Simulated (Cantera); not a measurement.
Feed: 1 mol HMDSO, 1 mol O₂, held at 13300 Pa.

Method: chemical equilibrium by Gibbs-energy minimisation in Cantera with the NASA 1993 tables (ideal gas, pure condensed phases). Candidate condensed phases: C, C₆H₆, C₇H₈, C₈H₁₈, H₂O, Si, SiC, SiO₂; 123 gas species. The feed counts by its element totals alone. Mutual solubility and eutectic melting of coexisting phases are not modelled. Kinetics and transport are ignored.

Problem. At 827 °C, list the 3 most abundant gas species with their mole fractions, and the condensed phases.

Solution. H₂ 0.995, CH₄ 0.00474, CO 2.59e-5. Condensed: C(graphite) + SiC(s) + SiO₂(β-quartz).
